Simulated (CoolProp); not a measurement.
Vapour-liquid equilibrium of acetone (1) + p-xylene (2) at 0.831 MPa; x and y are mole fractions of (1).

The numbers come from the multi-fluid Helmholtz-energy mixture model, Lemmon 2006 and Zhou 2012; pair parameters Bell 2016 in CoolProp.

| x | bubble temperature, mixture model (K) | bubble temperature, Raoult's law (K) | y, mixture model | y, Raoult's law |
|---|---|---|---|---|
| 0.05 | 497.5 | 498.7 | 0.220 | 0.245 |
| 0.2 | 465.7 | 469.7 | 0.594 | 0.628 |
| 0.35 | 446.8 | 450.5 | 0.756 | 0.797 |
| 0.5 | 434.2 | 436.5 | 0.843 | 0.886 |
| 0.65 | 424.8 | 425.7 | 0.901 | 0.939 |
| 0.8 | 416.9 | 416.9 | 0.947 | 0.972 |
| 0.95 | 409.8 | 409.7 | 0.987 | 0.994 |

The largest gap from Raoult's law is -4.0 K in bubble temperature, at x = 0.2. No azeotrope shows between x = 0.05 and 0.95.

Pair parameters are fitted to limited data, so mixtures are less certain than the pure fluids.
